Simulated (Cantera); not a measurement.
Charge: 1 mol SF6, 0.12 mol H2, 38 mol N2, at 2023.15 K and 3400 Pa.

These are equilibrium values from Cantera (NASA tables, ideal gas, pure condensed phases), not measurements of a reactor. Candidate condensed phases: S; 35 gas species. The tables' values for S2F2 (SSF2), SF3 are old estimates; treat these amounts as uncertain. Rates play no part.

Base state: N2 0.875, F 0.0979, SF2 0.0149, HF 0.00553, SF 0.00359, S2 0.00143, S 0.000758, S2F2 (SSF2) 0.000327 (mole fractions); condensed: gas only.

Q: What changes in the equilibrium state with this change: temperature from 2023.15 K to 1575 K?

A: 
```json
[
 {"species": "N2", "before": "0.875", "after": "0.918"},
 {"species": "F", "before": "0.0979", "after": "0.0517"},
 {"species": "SF4", "before": "8.25e-6", "after": "0.0181"},
 {"species": "SF2", "before": "0.0149", "after": "0.00326"},
 {"species": "S2", "before": "0.00143", "after": "<1e-9"},
 {"species": "S", "before": "0.000758", "after": "1.94e-9"},
 {"species": "SF6", "before": "<1e-9", "after": "5.98e-5"},
 {"species": "S2F2 (SSF2)", "before": "0.000327", "after": "1.11e-7"}
]
```
The tables' values for SF3 are old estimates; treat these amounts as uncertain.
